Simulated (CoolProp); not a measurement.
The fluoroketone C6F12O (FK-5-1-12) at 298.15 K and 0.369 MPa is throttled through a valve to 0.151 MPa with no heat exchange. Each further row changes one setting.

Values from CoolProp's reference Helmholtz-energy equation of state, McLinden 2015.

```json
[
 {"case": "as stated", "temperature change (K)": "+0.1"},
 {"case": "outlet pressure 0.0453 MPa", "temperature change (K)": "+0.1"},
 {"case": "outlet pressure 0.196 MPa", "temperature change (K)": "+0.0"}
]
```
